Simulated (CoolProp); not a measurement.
Saturation properties of n-pentane (Tc = 196.5 °C, pc = 33.68 bar, ω = 0.251).

The numbers come from the reference Helmholtz-energy equation of state, Thol 2019 in CoolProp.

```json
[
 {"T (°C)": "23.35", "p (bar)": "0.6427", "vapour density (kg/m³)": "[?]", "enthalpy of vaporisation (kJ/kg)": "367.7", "liquid cp (kJ/(kg K))": "2.309", "liquid conductivity (mW/(m K))": "113"},
 {"T (°C)": "33.85", "p (bar)": "0.9391", "vapour density (kg/m³)": "2.770", "enthalpy of vaporisation (kJ/kg)": "[?]", "liquid cp (kJ/(kg K))": "[?]", "liquid conductivity (mW/(m K))": "109"},
 {"T (°C)": "44.35", "p (bar)": "1.333", "vapour density (kg/m³)": "3.850", "enthalpy of vaporisation (kJ/kg)": "350.9", "liquid cp (kJ/(kg K))": "2.409", "liquid conductivity (mW/(m K))": "105"},
 {"T (°C)": "54.85", "p (bar)": "1.845", "vapour density (kg/m³)": "5.234", "enthalpy of vaporisation (kJ/kg)": "341.9", "liquid cp (kJ/(kg K))": "2.463", "liquid conductivity (mW/(m K))": "101"},
 {"T (°C)": "65.25", "p (bar)": "2.490", "vapour density (kg/m³)": "6.962", "enthalpy of vaporisation (kJ/kg)": "332.5", "liquid cp (kJ/(kg K))": "2.520", "liquid conductivity (mW/(m K))": "98.0"},
 {"T (°C)": "75.75", "p (bar)": "3.302", "vapour density (kg/m³)": "9.134", "enthalpy of vaporisation (kJ/kg)": "322.5", "liquid cp (kJ/(kg K))": "2.581", "liquid conductivity (mW/(m K))": "94.6"},
 {"T (°C)": "86.25", "p (bar)": "4.300", "vapour density (kg/m³)": "11.81", "enthalpy of vaporisation (kJ/kg)": "[?]", "liquid cp (kJ/(kg K))": "2.646", "liquid conductivity (mW/(m K))": "91.5"},
 {"T (°C)": "96.75", "p (bar)": "5.509", "vapour density (kg/m³)": "15.10", "enthalpy of vaporisation (kJ/kg)": "300.2", "liquid cp (kJ/(kg K))": "2.715", "liquid conductivity (mW/(m K))": "88.5"},
 {"T (°C)": "107.15", "p (bar)": "6.942", "vapour density (kg/m³)": "19.07", "enthalpy of vaporisation (kJ/kg)": "288.0", "liquid cp (kJ/(kg K))": "2.791", "liquid conductivity (mW/(m K))": "85.7"},
 {"T (°C)": "117.65", "p (bar)": "8.652", "vapour density (kg/m³)": "23.95", "enthalpy of vaporisation (kJ/kg)": "274.5", "liquid cp (kJ/(kg K))": "2.877", "liquid conductivity (mW/(m K))": "83.1"},
 {"T (°C)": "128.15", "p (bar)": "10.66", "vapour density (kg/m³)": "29.91", "enthalpy of vaporisation (kJ/kg)": "259.8", "liquid cp (kJ/(kg K))": "2.976", "liquid conductivity (mW/(m K))": "80.6"}
]
```

Problem. Complete the blanks.

Solution. 
- 23.35, vapour density (kg/m³): 1.943
- 33.85, enthalpy of vaporisation (kJ/kg): 359.5
- 33.85, liquid cp (kJ/(kg K)): 2.358
- 86.25, enthalpy of vaporisation (kJ/kg): 311.7

It boils at 36.1 °C under 1 atm.

Thermal conductivity comes from a separate model (Vassiliou 2015).
